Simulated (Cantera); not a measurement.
A closed system holds: 1 mol AlN, 300 mol H₂, at 26.0 Pa.

Method: chemical equilibrium by Gibbs-energy minimisation in Cantera with the NASA 1993 tables (ideal gas, pure condensed phases). Candidate condensed phases: Al, AlN; 13 gas species. The numbers say what is thermodynamically allowed, not how fast it happens.

### Question
At 1202 °C, list the 4 most abundant gas species with their mole fractions, and the condensed phases.

### Answer
H₂ 0.999, H 0.000804, Al 0.000422, N₂ 0.000216. Condensed: AlN(s).
